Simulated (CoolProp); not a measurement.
R152A along the isotherm 226.85 °C: fugacity coefficient from the reference equation and from simpler models built on Tc = 113.3 °C, pc = 4517 kPa, ω = 0.275; each cubic takes its own stable root.

Computed with CoolProp (reference Helmholtz-energy equation of state, Outcalt 1996). It is a modified Benedict-Webb-Rubin equation, recast in Helmholtz form.

| p (kPa) | phase | reference |
|---|---|---|
| 1610 | gas | 0.9500 |
| 3230 | gas | 0.9018 |
| 4840 | supercritical | 0.8562 |
| 6450 | supercritical | 0.8130 |
| 8070 | supercritical | 0.7723 |
| 9680 | supercritical | 0.7348 |
| 11300 | supercritical | 0.7003 |
| 12900 | supercritical | 0.6696 |
| 14500 | supercritical | 0.6425 |
| 16100 | supercritical | 0.6188 |
| 17700 | supercritical | 0.5984 |
| 19400 | supercritical | 0.5798 |
| 21000 | supercritical | 0.5649 |
| 22600 | supercritical | 0.5522 |

Problem. How far does each simpler model (van der Waals, Soave-Redlich-Kwong, Peng-Robinson) lie from the reference over these 14 states: mean and median of the absolute difference, and the worst?

Solution. 
- van der Waals: mean 4.6 %, median 4.9 %, worst -7.0 % at 226.85 °C and 12900 kPa
- Soave-Redlich-Kwong: mean 6.9 %, median 6.4 %, worst +14.4 % at 226.85 °C and 22600 kPa
- Peng-Robinson: mean 1.6 %, median 0.9 %, worst +4.5 % at 226.85 °C and 22600 kPa
